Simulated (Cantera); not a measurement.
What does this Cantera script print?

```python
import numpy as np
import cantera as ct

gas = ct.Solution("gri30.yaml")
gas.TPX = 1925, 100000, {'CH4': 1, 'H2': 40}
reactor = ct.IdealGasConstPressureReactor(gas, energy="off", clone=False)
net = ct.ReactorNet([reactor])
net.rtol, net.atol = 1e-08, 1e-18
show = ['CH4', 'H2', 'CH3', 'C2H2', 'C2H', 'H']
times = np.geomspace(6e-05, 3, 9)

steps = ct.SolutionArray(gas, extra=["t"])
rows = []
print(f"{'t/s':>10s}{'T/K':>9s}{'P/Pa':>11s}" + "".join(f"{s:>11s}" for s in show))
for t in times:
    while net.time < t:
        t_next = net.step()
        steps.append(gas.state, t=t_next)
    rows.append([np.interp(t, steps.t, y) for y in (steps.T, steps.P, *steps(*show).X.T)])
    print(f"{t:10.3e}{rows[-1][0]:9.1f}{rows[-1][1]:11.4g}" + "".join(f"{x:11.3e}" for x in rows[-1][2:]))
rate = np.gradient(steps.T, steps.t)
print("integrator steps:", len(steps.t))
if steps.T.max() > steps.T[0] + 200:
    print(f"time of steepest temperature rise: {steps.t[rate.argmax()]:.4e} s")
gas.TPX = 1925, 100000, {'CH4': 1, 'H2': 40}
gas.equilibrate("TP")
print(f"equilibrium (TP): T = {gas.T:.1f} K  " + "  ".join(f"{s} {gas[s].X[0]:.3e}" for s in show))
```

Result:

```
       t/s      T/K       P/Pa        CH4         H2        CH3       C2H2        C2H          H
 6.000e-05   1925.0      1e+05  2.408e-02  9.751e-01  2.775e-04  1.597e-06  1.324e-11  5.643e-04
 2.320e-04   1925.0      1e+05  2.357e-02  9.749e-01  4.407e-04  1.247e-04  1.683e-09  9.182e-04
 8.972e-04   1925.0      1e+05  2.210e-02  9.756e-01  4.171e-04  8.482e-04  1.155e-08  9.273e-04
 3.469e-03   1925.0      1e+05  1.782e-02  9.779e-01  3.377e-04  2.973e-03  4.064e-08  9.329e-04
 1.342e-02   1925.0      1e+05  1.023e-02  9.818e-01  1.953e-04  6.732e-03  9.268e-08  9.434e-04
 5.188e-02   1925.0      1e+05  4.216e-03  9.849e-01  8.108e-05  9.701e-03  1.344e-07  9.527e-04
 2.006e-01   1925.0      1e+05  2.491e-03  9.858e-01  4.805e-05  1.055e-02  1.466e-07  9.561e-04
 7.758e-01   1925.0      1e+05  2.443e-03  9.859e-01  4.713e-05  1.058e-02  1.470e-07  9.562e-04
 3.000e+00   1925.0      1e+05  2.443e-03  9.859e-01  4.713e-05  1.058e-02  1.470e-07  9.562e-04
integrator steps: 811
equilibrium (TP): T = 1925.0 K  CH4 2.443e-03  H2 9.859e-01  CH3 4.713e-05  C2H2 1.058e-02  C2H 1.470e-07  H 9.562e-04
```

Computed with Cantera and GRI-Mech 3.0 (53 species, 325 reactions). GRI-Mech 3.0 stops at C3 and has no aromatics, soot or wall deposition, so with more carbon than oxygen in the feed, carbon stays in small species such as C2H2 where larger ones or solid carbon would form.
